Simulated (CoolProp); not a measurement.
The fluid at 289.03 K and 3.26 MPa (gas) is heated at constant pressure to 397.4 K. The same conditions are run with several fluids, on thermodynamics alone (safety and materials aside).

The numbers come from the reference Helmholtz-energy equation of state of each fluid (ethylene: Smukala 2000; oxygen: Schmidt 1985; carbon monoxide: Lemmon 2006; nitrogen: Span 2000; methane: Setzmann 1991) in CoolProp.

| fluid | heat (kJ/kg) | final density (kg/m³) |
|---|---|---|
| ethylene | 219 | 29.8 |
| oxygen | 105 | 31.6 |
| carbon monoxide | 118 | 27.4 |
| nitrogen | 117 | 27.4 |
| methane | 271 | 16.1 |

Above 300 K oxygen's equation is extrapolated.
